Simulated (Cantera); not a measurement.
Cantera with NASA thermochemical tables; ideal gases at 1 bar, condensed phases pure. Values are per mole of reaction as written; species without (g) are pure solids or liquids, kept so even where they would boil at 1 bar.

0.8 Ta + O₂(g) ⇌ 0.4 Ta₂O₅

```tsv
T (K)	ΔH° (kJ)	ΔS° (J/K)	ΔG° (kJ)	log10 K	condensed phases
300	-818.4	-181.0	-764.1	133.04	Ta(s), Ta₂O₅(s)
1573	-800.5	-160.3	-548.3	18.21	Ta(s), Ta₂O₅(s)
1648	-799.2	-159.5	-536.3	17.00	Ta(s), Ta₂O₅(s)
1723	-797.9	-158.8	-524.3	15.90	Ta(s), Ta₂O₅(s)
1798	-796.7	-158.1	-512.4	14.89	Ta(s), Ta₂O₅(s)
1873	(withheld)	(withheld)	(withheld)	(withheld)	Ta(s), Ta₂O₅(s)
1948	-794.1	-156.7	-488.8	13.11	Ta(s), Ta₂O₅(s)
2023	(withheld)	(withheld)	(withheld)	(withheld)	Ta(s), Ta₂O₅(s)
2098	(withheld)	(withheld)	(withheld)	(withheld)	Ta(s), Ta₂O₅(l)
2173	-740.4	-130.6	-456.5	10.97	Ta(s), Ta₂O₅(l)
2248	(withheld)	(withheld)	(withheld)	(withheld)	Ta(s), Ta₂O₅(l)
2323	-735.5	-128.5	-437.1	9.83	Ta(s), Ta₂O₅(l)
```

Problem. What belongs in the gaps?

Solution. 
- 1873, ΔH° (kJ): -795.4
- 1873, ΔS° (J/K): -157.4
- 1873, ΔG° (kJ): -500.6
- 1873, log10 K: 13.96
- 2023, ΔH° (kJ): -792.9
- 2023, ΔS° (J/K): -156.1
- 2023, ΔG° (kJ): -477.1
- 2023, log10 K: 12.32
- 2098, ΔH° (kJ): -742.9
- 2098, ΔS° (J/K): -131.8
- 2098, ΔG° (kJ): -466.4
- 2098, log10 K: 11.61
- 2248, ΔH° (kJ): -737.9
- 2248, ΔS° (J/K): -129.5
- 2248, ΔG° (kJ): -446.8
- 2248, log10 K: 10.38
